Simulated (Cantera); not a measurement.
Cantera run:

```python
import numpy as np
import cantera as ct

gas_names = [...]  # 151 gases of nasa_gas.yaml made of C, H, N, O, Si
cond_names = """
    C(gr) C6H6(L) C7H8(L) C8H18(L),n-octa H2O(s) H2O(L) Si(cr) Si(L) SiC(b) SiO2(Lqz) SiO2(hqz) SiO2(L)
    Si2N2O(s) Si3N4(a)
""".split()


# ... load() reads the species with a 1 bar reference pressure and builds the phases ...
atoms = {
    'TEOS': {'Si': 1, 'C': 8, 'H': 20, 'O': 4},
    'N2O': {'N': 2, 'O': 1},
}
top_T = {'C(gr)': 4500, 'SiC(b)': 3050, 'Si2N2O(s)': 2100, 'Si3N4(a)': 2400}  # K; cautious upper limits of use, not melting points


# ... equilibrate(T, P, feed) seeds the gas with the atoms and calls Mixture.equilibrate('TP', solver="vcs", rtol=1e-11, max_steps=5000) ...
results = []
T = 1498.15  # K
P = 100000  # Pa
for m in [1.6, 2, 2.6, 3.2, 4.1, 5.1, 6.4, 8.1, 10, 13, 16, 20, 26]:
    feed = {'TEOS': 1, 'N2O': m}  # mol
    mix = equilibrate(T, P, feed)
    results.append((T, P, feed, dict(zip(mix.species_names, mix.species_moles))))

top = {s: max(r[3][s] / sum(r[3][g] for g in gas_names) for r in results) for s in gas_names}
cols = sorted((s for s in top if top[s] > 0.001), key=lambda s: -top[s])[:8]
seen = [c for c in cond_names if any(r[3].get(c, 0) > 1e-12 for r in results)]
print("log10 of partial pressures in bar; condensed amounts in mol")
print(f"{'n(N2O)':>10s}" + "".join(f"{s[:9]:>10s}" for s in cols + seen))
for T, P, feed, n in results:
    ng = sum(n[g] for g in gas_names)
    print(f"{feed['N2O']:10.4g}" + "".join(f"{np.log10(max(n[s] / ng * P / 1e5, 1e-99)):10.3f}" for s in cols)
          + "".join(f"{n.get(c, 0):10.4g}" for c in seen))
```

Result:

```
log10 of partial pressures in bar; condensed amounts in mol
    n(N2O)        H2        N2        CO       H2O       CO2        O2       CH4     C(gr) SiO2(hqz)
       1.6    -0.183    -0.978    -0.626    -3.568    -4.422   -18.238    -2.952     4.383    0.9999
         2    -0.205    -0.903    -0.602    -3.567    -4.375   -18.191    -2.997     3.984    0.9999
       2.6    -0.237    -0.821    -0.573    -3.569    -4.317   -18.132    -3.060     3.385    0.9999
       3.2    -0.266    -0.760    -0.549    -3.574    -4.269   -18.084    -3.118     2.786    0.9999
       4.1    -0.306    -0.693    -0.520    -3.586    -4.211   -18.027    -3.199     1.887    0.9999
       5.1    -0.347    -0.639    -0.495    -3.602    -4.161   -17.977    -3.281    0.8876    0.9999
       6.4    -0.401    -0.581    -0.490    -1.904    -2.405   -14.475    -5.133         0         1
       8.1    -0.491    -0.508    -0.544    -1.222    -1.687   -12.932    -6.138         0         1
        10    -0.596    -0.447    -0.608    -0.984    -1.408   -12.244    -6.758         0         1
        13    -0.780    -0.377    -0.724    -0.805    -1.160   -11.518    -7.605         0         1
        16    -0.998    -0.327    -0.870    -0.713    -0.998   -10.899    -8.496         0         1
        20    -1.404    -0.279    -1.182    -0.650    -0.840    -9.960   -10.089         0         1
        26    -5.559    -0.238    -5.244    -0.653    -0.750    -1.657   -26.613         0         1
```

Equilibrium computed with Cantera from the NASA thermochemical tables; the gas is ideal and each condensed phase is pure. The feed counts by its element totals alone. The tables hold silica as quartz up to 1696 K and as liquid above; real silica turns to tridymite and cristobalite and melts near 1996 K. Gases not in the tables: Si(OH)4.
